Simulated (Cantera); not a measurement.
## CF4 + H2 (fluorocarbon and chlorocarbon gases)

Feed: 1 mol CF4, 0.31 mol H2, held at 133 Pa.

Equilibrium computed with Cantera from the NASA thermochemical tables; the gas is ideal and each condensed phase is pure. Candidate condensed phases: C, C6H6, C7H8, C8H18; 95 gas species. The numbers say what is thermodynamically allowed, not how fast it happens.

```
T (°C)    x F     x C    x HF     x H    x CF     x C3     x C2
------  -----  ------  ------  ------  ------  -------  -------
2675    0.730  0.0162   0.129  0.0134  0.0534   0.0469  0.00668
2725    0.732  0.0217   0.122  0.0189  0.0492   0.0453  0.00790
2775    0.734  0.0286   0.113  0.0259  0.0450   0.0429  0.00916
2825    0.734  0.0370   0.102  0.0342  0.0409   0.0396   0.0104
2875    0.734  0.0471  0.0899  0.0436  0.0368   0.0357   0.0115
2925    0.733  0.0588  0.0772  0.0535  0.0329   0.0311   0.0124
2975    0.732  0.0718  0.0645  0.0633  0.0291   0.0262   0.0131
3025    0.729  0.0859  0.0526  0.0723  0.0253   0.0212   0.0133
3075    0.726   0.100  0.0420  0.0803  0.0218   0.0163   0.0130
3125    0.723   0.115  0.0330  0.0869  0.0184   0.0119   0.0122
3175    0.720   0.128  0.0256  0.0921  0.0153  0.00827   0.0111
3225    0.717   0.139  0.0198  0.0963  0.0126  0.00546  0.00967
```
x: gas mole fraction; nothing condenses.

From 2675 °C to 3225 °C nothing is condensed. The main C-bearing gas is C3 at 2675 °C and C at 3225 °C.
